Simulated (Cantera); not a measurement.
# Low-pressure radical oxidation in H2/O2

An isothermal, constant-pressure homogeneous reactor starts with 0.493 % H₂, 89.6 % O₂, 9.86 % N₂, equivalence ratio 0.0027, at 1275 K and 4.28 Torr.

Computed with Cantera and the H2/O2 subset of GRI-Mech 3.0, which has no nitrogen chemistry. Radical loss at walls, strong at low pressure, is not modelled.

```csv
t (s),x H₂,x O₂,x HO₂,x OH,x H₂O₂
7.00e-5,0.00493,0.896,4.61e-10,1.54e-10,<1e-12
0.000153,0.00493,0.896,1.01e-9,5.58e-10,<1e-12
0.000335,0.00493,0.896,2.21e-9,1.70e-9,<1e-12
0.000732,0.00493,0.896,4.83e-9,4.66e-9,<1e-12
0.00160,0.00493,0.896,1.05e-8,1.34e-8,2.56e-12
0.00350,0.00493,0.896,2.31e-8,5.23e-8,1.16e-11
0.00765,0.00493,0.896,5.07e-8,5.18e-7,5.02e-11
0.0167,0.00482,0.896,1.37e-7,5.52e-5,2.43e-10
0.0366,0.000103,0.892,1.95e-7,0.000698,6.19e-9
0.0800,1.14e-5,0.892,1.47e-7,0.000492,3.29e-9
0.175,1.10e-5,0.892,1.45e-7,0.000484,3.26e-9
0.383,1.02e-5,0.892,1.39e-7,0.000468,3.22e-9
0.837,8.85e-6,0.893,1.29e-7,0.000435,3.11e-9
1.83,6.62e-6,0.894,1.11e-7,0.000376,2.89e-9
4.00,3.93e-6,0.895,8.35e-8,0.000290,2.45e-9
```
x: mole fraction; the columns are a selection and need not sum to one.

Equilibrium at this temperature and pressure: H₂ 3.84e-9, O₂ 0.896, HO₂ 5.33e-9, OH 9.11e-6, H₂O₂ 1.59e-11 (gas phase only).
